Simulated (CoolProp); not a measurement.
Vapour-liquid equilibrium of CHF3 (R23) (1) + sulfur hexafluoride (2) at -25.45 °C; x and y are mole fractions of (1).

Values from CoolProp's multi-fluid Helmholtz-energy mixture model, Penoncello 2003 and Guder 2009; pair parameters Bell 2016.

| x | bubble pressure (bar) | y at the bubble point | dew pressure at overall composition x (bar) | liquid density (mol/L) |
|---|---|---|---|---|
| 0.05 | 6.969 | 0.187 | 6.044 | 11.88 |
| 0.2 | 9.308 | 0.435 | 7.065 | 12.28 |
| 0.35 | 10.58 | 0.547 | 8.400 | 12.77 |
| 0.5 | 11.37 | 0.629 | 10.05 | 13.41 |
| 0.65 | 11.88 | 0.709 | 11.54 | 14.22 |
| 0.8 | 12.10 | 0.805 | 12.10 | 15.27 |
| 0.95 | 11.92 | 0.940 | 11.89 | 16.59 |

y crosses x between x = 0.8 and 0.95: the model has an azeotrope there.

Pair parameters are fitted to limited data, so mixtures are less certain than the pure fluids.
